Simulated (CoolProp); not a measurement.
Hydrogen sulfide at several states: density (kg/m³) from the reference equation and from simpler models built on Tc = 100.0 °C, pc = 8999 kPa, ω = 0.101; each cubic takes its own stable root.

Computed with CoolProp (reference Helmholtz-energy equation of state, Lemmon 2006). It is a short technical equation, of lower accuracy than the large ones.

| T (°C) | p (kPa) | phase | reference | van der Waals | Redlich-Kwong | Peng-Robinson |
|---|---|---|---|---|---|---|
| 16.15 | 823 | gas | 12.58 | 12.30 | 12.50 | 12.58 |
| 59.85 | 35100 | liquid | 779.9 | 562.1 | 746.7 | 841.8 |
| 362.45 | 330 | gas | 2.132 | 2.134 | 2.133 | 2.133 |
